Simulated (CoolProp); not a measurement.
Vapour-liquid equilibrium of benzene (1) + n-decane (2) at 379.4 K; x and y are mole fractions of (1).

Model: multi-fluid Helmholtz-energy mixture model, Thol 2012 and Lemmon 2006; pair parameters Bell 2016, in CoolProp.

| x | bubble pressure (MPa) | y at the bubble point | dew pressure at overall composition x (MPa) | liquid density (mol/L) |
|---|---|---|---|---|
| 0.05 | 0.02259 | 0.482 | 0.01283 | 4.793 |
| 0.2 | 0.05509 | 0.817 | (withheld) | 5.253 |
| 0.35 | 0.08690 | (withheld) | 0.01834 | 5.794 |
| 0.5 | 0.1166 | 0.942 | (withheld) | (withheld) |
| 0.65 | (withheld) | (withheld) | 0.03210 | 7.235 |
| 0.8 | (withheld) | 0.982 | 0.05136 | 8.229 |
| 0.95 | 0.2024 | 0.996 | 0.1255 | 9.513 |

**Question.** Complete the blanks.

**Answer.** 
- 0.2, dew pressure at overall composition x (MPa): 0.01510
- 0.35, y at the bubble point: 0.903
- 0.5, dew pressure at overall composition x (MPa): 0.02334
- 0.5, liquid density (mol/L): 6.442
- 0.65, bubble pressure (MPa): 0.1448
- 0.65, y at the bubble point: 0.965
- 0.8, bubble pressure (MPa): 0.1728

No azeotrope shows between x = 0.05 and 0.95.

Pair parameters are fitted to limited data, so mixtures are less certain than the pure fluids.
